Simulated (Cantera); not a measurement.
A freely propagating, adiabatic, planar premixed flame of 19.0 % H2, 17.0 % O2, 64.0 % N2, unburnt at 400 K and 4.34 atm; multicomponent transport, grid criteria slope 0.08 and curve 0.16, no radiation.

Cantera simulation using the H2/O2 subset of GRI-Mech 3.0, which has no nitrogen chemistry; the numbers are that mechanism's predictions, not measurements. The hydrogen kinetics of GRI-Mech 3.0 are dated; newer H2 mechanisms differ, most at raised pressure. Burning velocities carry a grid error of a few per cent, more on coarse grids. Lean hydrogen flames are cellular in practice and burn faster than this planar one.

### Question
Predict: laminar burning velocity; thermal thickness; peak x(H); peak x(O); peak x(HO2).

### Answer
| Quantity | Value |
|---|---|
| laminar burning velocity | 60.5 cm/s |
| thermal thickness | 0.0977 mm |
| peak x(H) | 0.00171 |
| peak x(O) | 0.00204 |
| peak x(HO2) | 0.000585 |
